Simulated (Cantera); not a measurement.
Cantera run, input and output.

```python
import numpy as np
import cantera as ct

gas = ct.Solution("gri30.yaml")
gas.TPX = 1150, 101325, {'CH4': 0.014, 'O2': 0.0052, 'N2': 0.42}
reactor = ct.IdealGasConstPressureReactor(gas, energy="off", clone=False)
net = ct.ReactorNet([reactor])
net.rtol, net.atol = 1e-08, 1e-18
show = ['CH4', 'O2', 'CH2CO', 'C2H6', 'H', 'HCN']
times = np.geomspace(8e-06, 80, 13)

steps = ct.SolutionArray(gas, extra=["t"])
rows = []
print(f"{'t/s':>10s}{'T/K':>9s}{'P/Pa':>11s}" + "".join(f"{s:>11s}" for s in show))
for t in times:
    while net.time < t:
        t_next = net.step()
        steps.append(gas.state, t=t_next)
    rows.append([np.interp(t, steps.t, y) for y in (steps.T, steps.P, *steps(*show).X.T)])
    print(f"{t:10.3e}{rows[-1][0]:9.1f}{rows[-1][1]:11.4g}" + "".join(f"{x:11.3e}" for x in rows[-1][2:]))
rate = np.gradient(steps.T, steps.t)
print("integrator steps:", len(steps.t))
if steps.T.max() > steps.T[0] + 200:
    print(f"time of steepest temperature rise: {steps.t[rate.argmax()]:.4e} s")
gas.TPX = 1150, 101325, {'CH4': 0.014, 'O2': 0.0052, 'N2': 0.42}
gas.equilibrate("TP")
print(f"equilibrium (TP): T = {gas.T:.1f} K  " + "  ".join(f"{s} {gas[s].X[0]:.3e}" for s in show))
```

Result:

```
       t/s      T/K       P/Pa        CH4         O2      CH2CO       C2H6          H        HCN
 8.000e-06   1150.0  1.013e+05  3.188e-02  1.184e-02  8.922e-33  6.109e-19  2.494e-12  2.352e-27
 3.065e-05   1150.0  1.013e+05  3.188e-02  1.184e-02  2.172e-29  3.698e-17  3.151e-12  3.603e-26
 1.174e-04   1150.0  1.013e+05  3.188e-02  1.184e-02  2.825e-26  2.185e-15  3.268e-12  5.438e-25
 4.499e-04   1150.0  1.013e+05  3.188e-02  1.184e-02  2.832e-23  1.304e-13  3.701e-12  8.216e-24
 1.724e-03   1150.0  1.013e+05  3.188e-02  1.184e-02  3.379e-20  9.326e-12  5.517e-12  1.344e-22
 6.603e-03   1150.0  1.013e+05  3.188e-02  1.184e-02  7.822e-17  1.080e-09  1.511e-11  2.774e-21
 2.530e-02   1150.0  1.013e+05  3.188e-02  1.184e-02  1.427e-13  9.709e-08  4.043e-11  5.613e-20
 9.692e-02   1150.0  1.013e+05  3.187e-02  1.184e-02  1.434e-11  1.089e-06  5.434e-11  4.271e-19
 3.713e-01   1150.0  1.013e+05  3.185e-02  1.183e-02  5.192e-10  5.932e-06  1.036e-10  2.167e-18
 1.423e+00   1150.0  1.013e+05  3.172e-02  1.175e-02  4.113e-08  3.783e-05  4.236e-10  1.691e-17
 5.450e+00   1150.0  1.013e+05  3.031e-02  1.085e-02  1.047e-05  2.348e-04  3.771e-09  2.949e-15
 2.088e+01   1150.0  1.013e+05  1.918e-02  5.093e-04  3.622e-05  5.829e-05  2.756e-08  1.414e-11
 8.000e+01   1150.0  1.013e+05  1.876e-02  1.880e-05  1.213e-06  5.300e-06  5.537e-09  2.173e-11
integrator steps: 1554
equilibrium (TP): T = 1150.0 K  CH4 6.218e-03  O2 1.611e-27  CH2CO 1.442e-09  C2H6 4.486e-07  H 1.637e-08  HCN 1.571e-03
```

Model: GRI-Mech 3.0 (53 species, 325 reactions), integrated in Cantera. GRI-Mech 3.0 stops at C3 and has no aromatics, soot or wall deposition, so with more carbon than oxygen in the feed, carbon stays in small species such as C2H2 where larger ones or solid carbon would form.
